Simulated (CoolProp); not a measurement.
Vapour-liquid equilibrium of benzene (1) + m-xylene (2) at 413.9 K; x and y are mole fractions of (1).

Model: multi-fluid Helmholtz-energy mixture model, Thol 2012 and Zhou 2012; pair parameters Bell 2016, in CoolProp.

Task: Give the bubble pressure and the first vapour's composition at x = 0.05, 0.65, 0.8. Is there an azeotrope?

Result: x = 0.05: 0.1243 MPa, y = 0.183; x = 0.65: 0.3433 MPa, y = 0.879; x = 0.8: 0.4009 MPa, y = 0.940. No azeotrope shows between x = 0.05 and 0.95.

The pair parameters rest on a limited set of measurements; away from them the model extrapolates.
